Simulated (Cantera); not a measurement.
Input: 1 mol Si₃N₄, 6.3 mol H₂, held at 43.0 Pa.

These are equilibrium values from Cantera (NASA tables, ideal gas, pure condensed phases), not measurements of a reactor. Candidate condensed phases: Si, Si₃N₄; 18 gas species. Mutual solubility and eutectic melting of coexisting phases are not modelled. The tables' values for SiN are old estimates; treat these amounts as uncertain. Gases not in the tables: Si₂H₆ and higher silanes. Kinetics and transport are ignored.

x: gas mole fraction; n: condensed amount in mol.

```
T (K)   x H₂     x N₂      x Si       x H  x SiH  n Si(s)  n Si₃N₄(s)  n Si(l)
-----  -----  -------  --------  --------  -----  -------  ----------  -------
1298   0.999  0.00110   9.45e-8   5.16e-5    [?]   0.0104       0.997        0
1398   0.987   0.0127   1.81e-6  0.000227    [?]    0.122       0.959        0
1498   0.893    0.106   2.33e-5  0.000783    [?]     1.12       0.626        0
1598   0.757    0.241  0.000217   0.00223    [?]     3.00           0        0
1698   0.752    0.240   0.00153   0.00605    [?]        0           0     2.99
1798   0.741    0.237   0.00717    0.0146    [?]        0           0     2.94
1898   0.709    0.230    0.0286    0.0317    [?]        0           0     2.74
1998   0.628    0.209    0.0989    0.0613    [?]        0           0     2.01
```

Task: Complete the blanks.

Result: 
- 1298, x SiH: 1.64e-8
- 1398, x SiH: 1.88e-7
- 1498, x SiH: 1.48e-6
- 1598, x SiH: 8.61e-6
- 1698, x SiH: 4.28e-5
- 1798, x SiH: 0.000147
- 1898, x SiH: 0.000435
- 1998, x SiH: 0.00111
